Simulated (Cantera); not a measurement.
A diamond (100) surface in a fixed gas of H2 with x(CH4) = 0.021, x(H) = 0.015, x(CH3) = 0.0017, at 1373 K; coverages are run to steady state.

Cantera simulation using the Harris–Goodwin 1993 mechanism for the reconstructed diamond (100) surface; the numbers are that mechanism's predictions, not measurements.

θ: site fractions in the mechanism's names (c6HH fully hydrogenated, c6H* and c6*H radical sites, c6** diradical, c6HM methylated).

```json
[
 {"P (Pa)": "840", "growth (µm/h)": "(withheld)", "θ c6HH": "0.341", "θ c6H*": "0.0569", "θ c6*H": "0.542", "θ c6**": "0.0580", "θ c6HM": "0.000168"},
 {"P (Pa)": "1200", "growth (µm/h)": "(withheld)", "θ c6HH": "0.341", "θ c6H*": "0.0569", "θ c6*H": "0.541", "θ c6**": "0.0579", "θ c6HM": "0.000245"},
 {"P (Pa)": "1800", "growth (µm/h)": "(withheld)", "θ c6HH": "0.341", "θ c6H*": "0.0569", "θ c6*H": "0.541", "θ c6**": "0.0578", "θ c6HM": "0.000373"},
 {"P (Pa)": "2600", "growth (µm/h)": "(withheld)", "θ c6HH": "0.341", "θ c6H*": "0.0569", "θ c6*H": "0.541", "θ c6**": "0.0577", "θ c6HM": "0.000541"},
 {"P (Pa)": "3800", "growth (µm/h)": "(withheld)", "θ c6HH": "0.341", "θ c6H*": "0.0569", "θ c6*H": "0.541", "θ c6**": "0.0576", "θ c6HM": "0.000787"},
 {"P (Pa)": "5600", "growth (µm/h)": "(withheld)", "θ c6HH": "0.341", "θ c6H*": "0.0569", "θ c6*H": "0.540", "θ c6**": "0.0576", "θ c6HM": "0.00114"},
 {"P (Pa)": "8200", "growth (µm/h)": "(withheld)", "θ c6HH": "0.341", "θ c6H*": "0.0569", "θ c6*H": "0.540", "θ c6**": "0.0575", "θ c6HM": "0.00163"},
 {"P (Pa)": "12000", "growth (µm/h)": "(withheld)", "θ c6HH": "0.340", "θ c6H*": "0.0570", "θ c6*H": "0.539", "θ c6**": "0.0575", "θ c6HM": "0.00229"}
]
```

Problem. Some entries are withheld; supply them.

Solution. 
- 840, growth (µm/h): 2.54
- 1200, growth (µm/h): 4.01
- 1800, growth (µm/h): 6.67
- 2600, growth (µm/h): 10.6
- 3800, growth (µm/h): 17.1
- 5600, growth (µm/h): 28.3
- 8200, growth (µm/h): 47.3
- 12000, growth (µm/h): 80.6
